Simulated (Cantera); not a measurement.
What does this Cantera script print?

```python
import numpy as np
import cantera as ct

gas_names = """
    H H2 Si SiH SiH2 SiH3 SiH4 Si2 Si3
""".split()
cond_names = """
    Si(cr) Si(L)
""".split()


# ... load() reads the species with a 1 bar reference pressure and builds the phases ...
atoms = {
    'Si3H8': {'Si': 3, 'H': 8},
    'H2': {'H': 2},
}
top_T = {}  # K; cautious upper limits of use, not melting points


# ... equilibrate(T, P, feed) seeds the gas with the atoms and calls Mixture.equilibrate('TP', solver="vcs", rtol=1e-11, max_steps=5000) ...
results = []
feed = {'Si3H8': 1, 'H2': 48}  # mol
P = 170000  # Pa
for T in [873, 973, 1073, 1173, 1273, 1373, 1473, 1573, 1673, 1773]:
    mix = equilibrate(T, P, feed)
    results.append((T, P, feed, dict(zip(mix.species_names, mix.species_moles))))

top = {s: max(r[3][s] / sum(r[3][g] for g in gas_names) for r in results) for s in gas_names}
cols = sorted((s for s in top if top[s] > 0.0001), key=lambda s: -top[s])[:8]
seen = [c for c in cond_names if any(r[3].get(c, 0) > 1e-12 for r in results)]
print("log10 of partial pressures in bar; condensed amounts in mol")
print(f"{'T/K':>10s}" + "".join(f"{s[:9]:>10s}" for s in cols + seen))
for T, P, feed, n in results:
    ng = sum(n[g] for g in gas_names)
    print(f"{T:10.4g}" + "".join(f"{np.log10(max(n[s] / ng * P / 1e5, 1e-99)):10.3f}" for s in cols)
          + "".join(f"{n.get(c, 0):10.4g}" for c in seen))
```

Result:

```
log10 of partial pressures in bar; condensed amounts in mol
       T/K        H2         H    Si(cr)     Si(L)
       873     0.230   -10.215         3         0
       973     0.230    -8.851         3         0
      1073     0.230    -7.738         3         0
      1173     0.230    -6.813         3         0
      1273     0.230    -6.032         3         0
      1373     0.230    -5.362         3         0
      1473     0.230    -4.783         3         0
      1573     0.230    -4.276         3         0
      1673     0.230    -3.828     2.999         0
      1773     0.230    -3.431         0     2.998
```

Equilibrium computed with Cantera from the NASA thermochemical tables; the gas is ideal and each condensed phase is pure. The feed counts by its element totals alone. Gases not in the tables: Si2H6 and higher silanes.
